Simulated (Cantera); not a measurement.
Cantera run:

```python
import numpy as np
import cantera as ct

gas_names = """
    Electron AL AL+ AL- ALC ALN AL2 C C+ C- CN CN+ CN- C2 C2+ C2- CCN CNC C2N2 C3 C4 C4N2 C5 N N+ N- N2
    N2+ N2-
""".split()
cond_names = """
    AL(cr) AL(L) ALN(s) C(gr)
""".split()


# ... load() reads the species with a 1 bar reference pressure and builds the phases ...
atoms = {
    'AlN': {'AL': 1, 'N': 1},
    'C': {'C': 1},
    'N2': {'N': 2},
}
top_T = {'ALN(s)': 2750, 'C(gr)': 4500}  # K; cautious upper limits of use, not melting points


# ... equilibrate(T, P, feed) seeds the gas with the atoms and calls Mixture.equilibrate('TP', solver="vcs", rtol=1e-11, max_steps=5000) ...
results = []
feed = {'AlN': 1, 'C': 0.011, 'N2': 1.3}  # mol
P = 17  # Pa
for T in [3000, 3500, 4000, 4500, 5000]:
    mix = equilibrate(T, P, feed)
    results.append((T, P, feed, dict(zip(mix.species_names, mix.species_moles))))

top = {s: max(r[3][s] / sum(r[3][g] for g in gas_names) for r in results) for s in gas_names}
cols = sorted((s for s in top if top[s] > 1e-05), key=lambda s: -top[s])[:9]
seen = [c for c in cond_names if any(r[3].get(c, 0) > 1e-12 for r in results)]
print("log10 of partial pressures in bar; condensed amounts in mol")
print(f"{'T/K':>10s}" + "".join(f"{s[:9]:>10s}" for s in cols + seen))
for T, P, feed, n in results:
    ng = sum(n[g] for g in gas_names)
    print(f"{T:10.4g}" + "".join(f"{np.log10(max(n[s] / ng * P / 1e5, 1e-99)):10.3f}" for s in cols)
          + "".join(f"{n.get(c, 0):10.4g}" for c in seen))
```

Output:

```
log10 of partial pressures in bar; condensed amounts in mol
       T/K        N2         N        AL  Electron       AL+         C        CN        C2
      3000    -3.965    -6.839    -4.224    -6.264    -6.263    -6.404    -6.578    -8.717
      3500    -3.979    -5.644    -4.255    -5.478    -5.478    -6.242    -7.124    -9.915
      4000    -4.057    -4.779    -4.381    -4.931    -4.931    -6.247    -7.690   -11.067
      4500    -4.351    -4.221    -4.744    -4.630    -4.630    -6.345    -8.339   -12.154
      5000    -5.045    -4.002    -5.363    -4.548    -4.548    -6.445    -9.106   -13.067
```

Cantera equilibrium calculation (NASA polynomials, part measured and part estimated; ideal gas, pure solids and liquids).
